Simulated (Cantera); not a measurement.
Cantera with NASA thermochemical tables; ideal gases at 1 bar, condensed phases pure. Values are per mole of reaction as written; species without (g) are pure solids or liquids, kept so even where they would boil at 1 bar.

K + Cl(g) ⇌ KCl

```csv
T (K),ΔH° (kJ),ΔS° (J/K),ΔG° (kJ),log10 K,condensed phases
523,-560.4,-154.5,-479.6,47.90,"K(l), KCl(s)"
623,-560.1,-154.0,-464.2,38.92,"K(l), KCl(s)"
723,___,___,___,___,"K(l), KCl(s)"
823,-558.9,-152.4,-433.5,27.52,"K(l), KCl(s)"
923,___,___,___,___,"K(l), KCl(s)"
1023,___,___,___,___,"K(l), KCl(s)"
1123,___,___,___,___,"K(l), KCl(l)"
1223,-526.6,-121.3,-378.2,16.15,"K(l), KCl(l)"
```

What belongs in the gaps?


- 723, ΔH° (kJ): -559.6
- 723, ΔS° (J/K): -153.3
- 723, ΔG° (kJ): -448.8
- 723, log10 K: 32.42
- 923, ΔH° (kJ): -558.0
- 923, ΔS° (J/K): -151.2
- 923, ΔG° (kJ): -418.4
- 923, log10 K: 23.68
- 1023, ΔH° (kJ): -556.7
- 1023, ΔS° (J/K): -149.9
- 1023, ΔG° (kJ): -403.3
- 1023, log10 K: 20.59
- 1123, ΔH° (kJ): -528.5
- 1123, ΔS° (J/K): -123.0
- 1123, ΔG° (kJ): -390.4
- 1123, log10 K: 18.16
